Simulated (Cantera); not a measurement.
A Cantera script and its output.

```python
import numpy as np
import cantera as ct

gas = ct.Solution("gri30.yaml")
gas.TPX = 625, 28000, {'C3H8': 1, 'O2': 3.57, 'N2': 13.4}
flame = ct.FreeFlame(gas, width=0.098)
flame.set_refine_criteria(ratio=3, slope=0.08, curve=0.16)
flame.transport_model = "unity-Lewis-number"
flame.solve(loglevel=0, auto=True)
z, T = flame.grid, flame.T
thick = (T[-1] - T[0]) / np.gradient(T, z).max()
show = ['C3H8', 'O2', 'NO', 'CH2CO', 'HCN', 'NO2']
print(f"laminar burning velocity  {flame.velocity[0] * 100:.3f} cm/s")
print(f"burnt temperature         {T[-1]:.1f} K")
print(f"thermal thickness         {thick * 1e3:.4f} mm")
print(f"grid points               {len(z)}")
z0 = z[flame.heat_release_rate.argmax()]
print(f"{'z/mm':>9s}{'T/K':>9s}{'u/(m/s)':>9s}" + "".join(f"{s:>11s}" for s in show))
rows = []
for k in (-3, -2, -1.5, -1, -0.5, -0.25, 0, 0.25, 0.5, 1, 2, 4, 8):
    zz = z0 + k * thick
    rows.append([k * thick, np.interp(zz, z, T), np.interp(zz, z, flame.velocity),
                 *(np.interp(zz, z, flame.X[gas.species_index(s)]) for s in show)])
    print(f"{rows[-1][0] * 1e3:9.3f}{rows[-1][1]:9.1f}{rows[-1][2]:9.3f}" + "".join(f"{x:11.3e}" for x in rows[-1][3:]))
```

It prints:

```
laminar burning velocity  97.581 cm/s
burnt temperature         2249.3 K
thermal thickness         1.1834 mm
grid points               135
     z/mm      T/K  u/(m/s)       C3H8         O2         NO      CH2CO        HCN        NO2
   -3.550    625.5    0.977  5.562e-02  1.986e-01  1.536e-08  6.974e-07  1.256e-08  1.269e-09
   -2.367    630.2    0.985  5.534e-02  1.979e-01  1.468e-07  6.656e-06  1.198e-07  1.187e-08
   -1.775    645.8    1.011  5.444e-02  1.958e-01  5.839e-07  2.636e-05  4.746e-07  4.443e-08
   -1.183    734.3    1.161  4.926e-02  1.833e-01  3.148e-06  1.397e-04  2.514e-06  1.804e-07
   -0.592   1135.1    1.886  2.562e-02  1.261e-01  1.549e-05  6.643e-04  1.193e-05  2.914e-07
   -0.296   1512.3    2.633  6.536e-03  7.334e-02  2.788e-05  1.024e-03  2.106e-05  9.174e-08
    0.000   1866.7    3.350  1.152e-04  2.844e-02  4.622e-05  4.819e-04  3.058e-05  4.917e-09
    0.296   2015.9    3.641  8.978e-08  9.358e-03  7.031e-05  5.602e-05  2.742e-05  8.904e-10
    0.592   2050.0    3.703  1.757e-11  4.285e-03  8.889e-05  3.969e-06  1.670e-05  9.732e-10
    1.183   2066.9    3.731  7.685e-18  2.668e-03  1.046e-04  3.384e-08  4.915e-06  1.093e-09
    2.367   2085.5    3.759  1.100e-25  2.234e-03  1.124e-04  1.877e-11  4.873e-07  1.167e-09
    4.733   2112.7    3.800  2.549e-33  1.826e-03  1.181e-04  3.933e-15  1.673e-08  1.265e-09
    9.467   2149.5    3.854  1.249e-41  1.300e-03  1.267e-04  1.625e-17  1.157e-10  1.435e-09
```

Cantera simulation using GRI-Mech 3.0 (53 species, 325 reactions); the numbers are that mechanism's predictions, not measurements. GRI-Mech 3.0 was tuned for natural gas; its chemistry of propane as a main component is partial and can be far from experiment. Unity Lewis numbers drop preferential diffusion, which matters most where H2 and H carry the flame. Burning velocities carry a grid error of a few per cent, more on coarse grids.
